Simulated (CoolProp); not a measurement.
The numbers come from the reference Helmholtz-energy equation of state, Lemmon 2006 in CoolProp. It is a short technical equation, of lower accuracy than the large ones.

Task: Give the vapour pressure (MPa), liquid cp (kJ/(kg K)), vapour Z, vapour viscosity (µPa s) of saturated C2F6 (R116) at -57.45 °C.

Result: 
```tsv
T (°C)	p (MPa)	liquid cp (kJ/(kg K))	vapour Z	vapour viscosity (µPa s)
-57.45	0.272	1.00	0.909	10.0
```

Viscosity comes from a separate model (Huber 2003), an estimate that may be off by 10 % or more.
